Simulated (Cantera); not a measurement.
A perfectly stirred reactor is fed with H2 : O2 : N2 = 0.015 : 1 : 1.1 (molar parts), at 0.0133 bar; it is held at 1125 K, and followed from long to short residence time.

Cantera simulation using the H2/O2 subset of GRI-Mech 3.0, which has no nitrogen chemistry; the numbers are that mechanism's predictions, not measurements. Radical loss at walls, strong at low pressure, is not modelled.

Problem. What does this change do: 0.011 parts H2O added?

Solution. 
```tsv
quantity	before	after
x(H2) at τ = 3.30 s	3.20e-5	3.41e-5
x(O2) at τ = 3.30 s	0.470	0.468
x(O) at τ = 3.30 s	0.000680	0.000559
x(HO2) at τ = 3.30 s	3.50e-7	3.95e-7
x(H2O2) at τ = 3.30 s	1.18e-8	1.71e-8
x(H2) at τ = 77.0 ms	0.000310	0.000324
x(O2) at τ = 77.0 ms	0.468	0.466
x(O) at τ = 77.0 ms	0.00351	0.00324
x(HO2) at τ = 77.0 ms	9.37e-7	1.04e-6
x(H2O2) at τ = 77.0 ms	2.54e-8	3.22e-8
```

Problem. What does this change do: pressure from 0.0133 bar to 0.0320 bar?

Solution. 
| quantity | before | after |
|---|---|---|
| x(H2) at τ = 3.30 s | 3.20e-5 | 2.59e-5 |
| x(O2) at τ = 3.30 s | 0.470 | 0.471 |
| x(O) at τ = 3.30 s | 0.000680 | 0.000224 |
| x(HO2) at τ = 3.30 s | 3.50e-7 | 4.47e-7 |
| x(H2O2) at τ = 3.30 s | 1.18e-8 | 2.02e-8 |
| x(H2) at τ = 77.0 ms | 0.000310 | 0.000217 |
| x(O2) at τ = 77.0 ms | 0.468 | 0.470 |
| x(O) at τ = 77.0 ms | 0.00351 | 0.00178 |
| x(HO2) at τ = 77.0 ms | 9.37e-7 | 1.63e-6 |
| x(H2O2) at τ = 77.0 ms | 2.54e-8 | 5.06e-8 |
